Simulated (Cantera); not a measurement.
Cantera run:

```python
import numpy as np
import cantera as ct

gas_names = """
    B3O3F3 F2 O
""".split()
cond_names = """
    B(b) B(L)
""".split()


# ... load() reads the species with a 1 bar reference pressure and builds the phases ...
species = {s.name: s for s in load("nasa_gas.yaml", gas_names) + load("nasa_condensed.yaml", cond_names)}
# Each term lists the table entries of one substance; the one whose range holds T is used.
reactions = {
    '2 B3O3F3(g) = 3 F2(g) + 6 O(g) + 6 B':
        [(-2, ['B3O3F3']), (3, ['F2']), (6, ['O']), (6, ['B(b)', 'B(L)'])],
}


def pick(names, T):
    return next(species[n] for n in names if species[n].thermo.min_temp <= T <= species[n].thermo.max_temp)


results = []
for label, terms in reactions.items():
    print(label)
    print("     T/K   dH/kJ  dS/(J/K)   dG/kJ   log10 K")
    for T in [623, 673, 723, 773, 823]:
        used = [(nu, pick(names, T)) for nu, names in terms]
        dH = sum(nu * s.thermo.h(T) for nu, s in used) / 1e6
        dS = sum(nu * s.thermo.s(T) for nu, s in used) / 1e3
        dG = dH - T * dS / 1e3
        logK = -dG * 1e6 / (ct.gas_constant * T * np.log(10))
        results.append((label, T, dH, dS, dG, logK, [s.name for _, s in used]))
        print(f"{T:8g} {dH:8.1f} {dS:8.1f} {dG:8.1f} {logK:8.2f}")
```

It prints:

```
2 B3O3F3(g) = 3 F2(g) + 6 O(g) + 6 B
     T/K   dH/kJ  dS/(J/K)   dG/kJ   log10 K
     623   6239.6    958.8   5642.3  -473.06
     673   6241.0    960.8   5594.3  -434.19
     723   6242.1    962.5   5546.2  -400.69
     773   6243.1    963.8   5498.1  -371.52
     823   6244.0    964.9   5449.8  -345.89
```

Standard-state values (1 bar) from the NASA 1993 polynomials, evaluated with Cantera. Condensed species are held in their standard states even where they would react or evaporate.
